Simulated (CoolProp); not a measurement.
Properties of water along the isobar 83.5 MPa (Tc = 647.1 K, pc = 22.06 MPa, ω = 0.344).

Computed with CoolProp (reference Helmholtz-energy equation of state, Wagner 2002).

| T (K) | phase | cp (kJ/(kg K)) | isothermal compressibility (1/MPa) | viscosity (µPa s) | fugacity coefficient |
|---|---|---|---|---|---|
| 432.5 | liquid | 4.119 | 0.0004682 | 191 | 0.01085 |
| 450.6 | liquid | 4.145 | 0.0005065 | 172 | 0.01641 |
| 468.6 | liquid | 4.176 | 0.0005521 | 156 | 0.02382 |
| 486.6 | liquid | 4.214 | 0.0006065 | 144 | 0.03341 |
| 504.6 | liquid | 4.257 | 0.0006716 | 134 | 0.04543 |
| 522.6 | liquid | 4.307 | 0.0007497 | 125 | 0.06012 |
| 540.7 | liquid | 4.365 | 0.0008444 | 118 | 0.07775 |
| 558.7 | liquid | 4.432 | 0.0009589 | 111 | 0.09820 |
| 576.7 | liquid | 4.509 | 0.001099 | 105 | 0.1216 |
| 594.7 | liquid | 4.598 | 0.001272 | 99.9 | 0.1479 |
| 612.7 | liquid | 4.702 | 0.001488 | 95.0 | 0.1769 |
| 630.8 | liquid | 4.822 | 0.001761 | 90.3 | 0.2086 |

Viscosity comes from a separate model (Huber 2009).
